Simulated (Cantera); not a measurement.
A Cantera script and what it prints.

```python
import numpy as np
import cantera as ct

gas_names = """
    N NO NO2 NO3 N2 N2O O O2 O3 V VN VO VO2
""".split()
cond_names = """
    V(cr) V(L) VN(s) VO(s) VO(L) V2O3(s) V2O3(L) V2O4(I) V2O4(II) V2O4(L) V2O5(s) V2O5(L)
""".split()


# ... load() reads the species with a 1 bar reference pressure and builds the phases ...
atoms = {
    'V': {'V': 1},
    'O2': {'O': 2},
    'N2': {'N': 2},
}
top_T = {'VN(s)': 2300}  # K; cautious upper limits of use, not melting points


# ... equilibrate(T, P, feed) seeds the gas with the atoms and calls Mixture.equilibrate('TP', solver="vcs", rtol=1e-11, max_steps=5000) ...
results = []
feed = {'V': 1, 'O2': 4, 'N2': 1.8}  # mol
P = 9.7  # Pa
for T in [1725, 1775, 1825, 1875, 1925, 1975, 2025, 2075, 2125, 2175, 2225, 2275, 2325]:
    mix = equilibrate(T, P, feed)
    results.append((T, P, feed, dict(zip(mix.species_names, mix.species_moles))))

top = {s: max(r[3][s] / sum(r[3][g] for g in gas_names) for r in results) for s in gas_names}
cols = sorted((s for s in top if top[s] > 1e-06), key=lambda s: -top[s])[:5]
seen = [c for c in cond_names if any(r[3].get(c, 0) > 1e-12 for r in results)]
print("log10 of partial pressures in bar; condensed amounts in mol")
print(f"{'T/K':>10s}" + "".join(f"{s[:9]:>10s}" for s in cols + seen))
for T, P, feed, n in results:
    ng = sum(n[g] for g in gas_names)
    print(f"{T:10.4g}" + "".join(f"{np.log10(max(n[s] / ng * P / 1e5, 1e-99)):10.3f}" for s in cols)
          + "".join(f"{n.get(c, 0):10.4g}" for c in seen))
```

Result:

```
log10 of partial pressures in bar; condensed amounts in mol
       T/K        O2        N2         O       VO2        NO  V2O4(II)
      1725    -4.268    -4.489    -6.370    -5.005    -6.485    0.2268
      1775    -4.306    -4.526    -6.172    -4.778    -6.444         0
      1825    -4.309    -4.527    -5.968    -4.779    -6.372         0
      1875    -4.313    -4.529    -5.775    -4.780    -6.305         0
      1925    -4.319    -4.531    -5.594    -4.782    -6.244         0
      1975    -4.328    -4.535    -5.423    -4.785    -6.187         0
      2025    -4.340    -4.539    -5.262    -4.789    -6.136         0
      2075    -4.357    -4.545    -5.112    -4.794    -6.090         0
      2125    -4.380    -4.553    -4.972    -4.802    -6.051         0
      2175    -4.411    -4.562    -4.843    -4.811    -6.020         0
      2225    -4.451    -4.574    -4.725    -4.822    -5.996         0
      2275    -4.503    -4.588    -4.619    -4.836    -5.982         0
      2325    -4.568    -4.603    -4.525    -4.851    -5.977         0
```

These are equilibrium values from Cantera (NASA tables, ideal gas, pure condensed phases), not measurements of a reactor. Condensed phases not in the tables: the oxides between V2O3 and V2O5 other than VO2.
